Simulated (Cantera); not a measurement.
A closed system holds: 1 mol SiHCl₃, 0.025 mol C₃H₈, 32 mol H₂, held at 2177 °C and 0.00250 bar.

Equilibrium computed with Cantera from the NASA thermochemical tables; the gas is ideal and each condensed phase is pure. Candidate condensed phases: C, C₆H₆, C₇H₈, C₈H₁₈, Si, SiC; 109 gas species. The tables' values for SiCl are old estimates; treat these amounts as uncertain. The numbers say what is thermodynamically allowed, not how fast it happens.

What is the equilibrium state?


* **x(H₂)**: 0.595
* **x(H)**: 0.310
* **x(HCl)**: 0.0517
* **x(Si)**: 0.0225
* **x(Cl)**: 0.0191
* **x(C₂H₂ (acetylene))**: 0.000424
* **x(SiC₂)**: 0.000411
* **x(SiCl)**: 0.000380
* **x(SiH)**: 0.000248
* **gas amount**: 41.99 mol
* **log10 activity of C(graphite) (absent)**: -0.54
* **log10 activity of Si(l) (absent)**: -1.76
